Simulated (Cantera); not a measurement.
Thermodynamics of fluorocarbon and chlorocarbon gases, feed c-C₄F₈ + H₂

Charge: 1 mol c-C₄F₈, 2 mol H₂, equilibrated at 1075 °C and 10000 Pa.

Equilibrium computed with Cantera from the NASA thermochemical tables; the gas is ideal and each condensed phase is pure. Candidate condensed phases: C, C₆H₆, C₇H₈, C₈H₁₈; 95 gas species. The feed counts by its element totals alone. Gases not in the tables: C₂F₆ and larger saturated fluorocarbons. Equilibrium is a limit: real reactors are often held back by kinetics, nucleation or transport.

```json
{
  "x(HF)": "0.800",
  "x(CF₄)": "0.200",
  "x(CF₂)": "4.81e-6",
  "x(CHF₃)": "3.37e-6",
  "x(CF₃)": "2.14e-6",
  "x(H₂F₂)": "1.05e-6",
  "n(C(graphite))": "3.00 mol",
  "gas_amount": "5.000 mol"
}
```
